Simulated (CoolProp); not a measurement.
Vapour-liquid equilibrium of ethanol (1) + o-xylene (2) at 205 kPa; x and y are mole fractions of (1).

Model: multi-fluid Helmholtz-energy mixture model, Schroeder 2014 and Zhou 2012; pair parameters Bell 2016, in CoolProp.

Q: Give the bubble temperature and the first vapour's composition at x = 0.05, 0.5, 0.8. Is there an azeotrope?

A: x = 0.05: 141.2 °C, y = 0.549; x = 0.5: 104.4 °C, y = 0.880; x = 0.8: 100.4 °C, y = 0.926. No azeotrope shows between x = 0.05 and 0.95.

Pair parameters are fitted to limited data, so mixtures are less certain than the pure fluids. With so large a gap from Raoult's law the liquid may split in two, which this calculation doesn't test in full.
